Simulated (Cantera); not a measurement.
A closed system holds: 1 mol borazine, 160 mol H2, at 0.140 bar.

Cantera equilibrium calculation (NASA polynomials, part measured and part estimated; ideal gas, pure solids and liquids). Candidate condensed phases: B, BN; 15 gas species. The feed counts by its element totals alone. The tables' values for BH2 are old estimates; treat these amounts as uncertain. The numbers say what is thermodynamically allowed, not how fast it happens. All values below are at 1673 K.

Base state: H2 1.000, H 0.000304, BH2 2.20e-5, N2 1.21e-5 (mole fractions); condensed: BN(s).

Problem. What changes in the equilibrium state with this change: pressure from 0.140 bar to 0.000480 bar?

Solution. 
```tsv
species	before	after
H2	1.000	0.994
H	0.000304	0.00518
N2	1.21e-5	0.000710
BH2	2.20e-5	4.88e-5
BN(s), mol	3.00	2.77
B(s), mol	0	0.224
```
Mutual solubility and eutectic melting of coexisting phases are not modelled.
